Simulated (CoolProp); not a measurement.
A closed Brayton cycle with nitrogen: compressor inlet 319.15 K and 0.26 MPa, high pressure 0.691 MPa, turbine inlet 665 K, compressor efficiency 0.85, turbine efficiency 0.9, recuperator effectiveness 0.9 (on enthalpy, no pinch check). Each further row changes one setting.

Model: reference Helmholtz-energy equation of state, Span 2000, in CoolProp.

| case | thermal efficiency (%) | net work (kJ/kg) | compressor to turbine work | compressor exit (K) | turbine exit (K) |
|---|---|---|---|---|---|
| as stated | 16.5 | 26.7 | 0.82 | 439.7 | 523.2 |
| turbine inlet 615 K | 10.4 | ? | 0.89 | 439.7 | 482.9 |
| compressor inlet 329.15 K | 14.2 | 22.8 | 0.85 | 453.4 | 523.2 |
| high pressure 0.587 MPa | 19.2 | 27.6 | 0.79 | 417.3 | ? |
| recuperator effectiveness 0.5 | ? | 26.7 | 0.82 | 439.7 | 523.2 |

Task: What belongs in the gaps?

Result: 
- turbine inlet 615 K, net work (kJ/kg): 15.1
- high pressure 0.587 MPa, turbine exit (K): 544.5
- recuperator effectiveness 0.5, thermal efficiency (%): 13.6
